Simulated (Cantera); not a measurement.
An isothermal, constant-pressure homogeneous reactor starts with 1.67 % CO, 0.353 % O₂, 0.00588 % H₂O, 98.0 % N₂, at 1300 K and 3750 Torr.

Detailed kinetics in Cantera: GRI-Mech 3.0 (53 species, 325 reactions).

x: mole fraction; the columns are a selection and need not sum to one.

| t (s) | x CO | x O₂ | x H₂O | x NO | x HO₂ | x N₂O | x CO₂ |
|---|---|---|---|---|---|---|---|
| 2.00e-5 | 0.0167 | 0.00353 | 5.88e-5 | <1e-12 | <1e-12 | <1e-12 | 1.29e-9 |
| 5.52e-5 | 0.0167 | 0.00353 | 5.88e-5 | <1e-12 | 3.95e-12 | 1.25e-12 | 3.75e-9 |
| 0.000153 | 0.0167 | 0.00353 | 5.88e-5 | <1e-12 | 4.72e-11 | 8.72e-12 | 1.17e-8 |
| 0.000421 | 0.0167 | 0.00353 | 5.88e-5 | <1e-12 | 3.72e-10 | 5.41e-11 | 4.22e-8 |
| 0.00116 | 0.0167 | 0.00353 | 5.88e-5 | <1e-12 | 2.21e-9 | 2.97e-10 | 1.92e-7 |
| 0.00321 | 0.0167 | 0.00353 | 5.88e-5 | <1e-12 | 1.68e-8 | 2.25e-9 | 1.60e-6 |
| 0.00887 | 0.0166 | 0.00349 | 5.82e-5 | 1.53e-10 | 3.87e-7 | 8.77e-8 | 6.87e-5 |
| 0.0245 | 0.0148 | 0.00257 | 5.28e-5 | 8.94e-8 | 1.09e-6 | 1.94e-6 | 0.00191 |
| 0.0676 | 0.00977 | (withheld) | (withheld) | (withheld) | (withheld) | (withheld) | 0.00694 |
| 0.187 | 0.00961 | 5.20e-8 | 3.55e-5 | 8.96e-7 | 2.79e-11 | 2.55e-8 | 0.00710 |
| 0.516 | 0.00961 | 5.82e-9 | 3.47e-5 | 6.80e-7 | <1e-12 | 7.47e-9 | 0.00710 |
| 1.42 | 0.00961 | 1.97e-9 | 3.44e-5 | 5.75e-7 | <1e-12 | 1.02e-9 | 0.00710 |
| 3.93 | 0.00961 | (withheld) | 3.44e-5 | 5.37e-7 | <1e-12 | 8.47e-11 | 0.00710 |
| 10.9 | 0.00961 | 1.05e-9 | 3.43e-5 | 5.16e-7 | <1e-12 | 4.41e-11 | 0.00710 |
| 30.0 | 0.00961 | 5.84e-10 | 3.42e-5 | 4.68e-7 | <1e-12 | 3.91e-11 | 0.00710 |

Task: Fill in the missing entries.

Result: 
- 0.0676, x O₂: 7.21e-5
- 0.0676, x H₂O: 4.42e-5
- 0.0676, x NO: 1.13e-6
- 0.0676, x HO₂: 9.59e-8
- 0.0676, x N₂O: 1.26e-6
- 3.93, x O₂: 1.32e-9
